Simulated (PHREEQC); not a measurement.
Solution (25 °C): 0.0097 mol/kgw FeCl3, 0.0012 mol/kgw ZnCl2, 4.3e-05 mol/kgw NaF, 0.0011 mol/kgw NaCl and 0.00073 mol/kgw HBr. Closed to the air; pH follows from the charge balance.

Computed with PHREEQC (ion-association model, phreeqc.dat).

No solid was allowed to form.

Question: Order these Fe species by the share of Fe that they hold, largest first: Fe+3, FeCl+2, FeOH+2, Fe2(OH)2+4, Fe3(OH)4+5.

Answer: Fe+3 (37 %), FeOH+2 (26 %), Fe2(OH)2+4 (18 %), FeCl+2 (14 %), Fe3(OH)4+5 (2.8 %)

The pH is 2.33 and the ionic strength 0.0537 mol/kgw. Examples of supersaturated solids here: Hematite (slow to form), Goethite (slow to form). Others may be too. Fluoro complexes past AlF4- and FeF3 are missing from the database.
